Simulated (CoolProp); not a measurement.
Properties of R113 along the isotherm 226.85 °C.

Values from CoolProp's reference Helmholtz-energy equation of state, Marx 1992.

```
p (MPa)          phase  density (kg/m³)  cv (kJ/(kg K))  isothermal compressibility (1/MPa)  expansivity (1/kK)  fugacity coefficient
-------  -------------  ---------------  --------------  ----------------------------------  ------------------  --------------------
0.0268             gas            1.211          0.7613                               37.40               2.016                0.9976
0.0394             gas            1.782          0.7614                               25.47               2.024                0.9964
0.0578             gas            2.619          0.7616                               17.39               2.035                0.9947
0.0848             gas            3.852          0.7618                               11.89               2.052                0.9923
0.124              gas            5.653          0.7621                               8.158               2.077                0.9887
0.183              gas            8.389          0.7627                               5.559               2.116                0.9834
0.268              gas            12.39          0.7634                               3.828               2.173                0.9757
0.394              gas            18.44          0.7646                               2.637               2.264                0.9644
0.578              gas            27.55               ?                               1.834               2.407                     ?
0.848              gas            41.61          0.7692                               1.290                   ?                0.9238
1.24               gas            63.71          0.7740                              0.9305               3.081                0.8892
1.83               gas            101.9          0.7830                              0.6983               4.023                0.8375
2.68               gas            174.7          0.8026                              0.6031               6.837                0.7632
3.94     supercritical            482.1          0.8864                               1.524               64.87                0.6467
5.78     supercritical            907.6          0.8308                             0.06749               8.224                0.4905
8.48     supercritical             1012               ?                             0.02589               4.367                0.3792
```

### Question
Fill in the missing entries.

### Answer

- 0.578, cv (kJ/(kg K)): 0.7663
- 0.578, fugacity coefficient: 0.9479
- 0.848, expansivity (1/kK): 2.649
- 8.48, cv (kJ/(kg K)): 0.8132
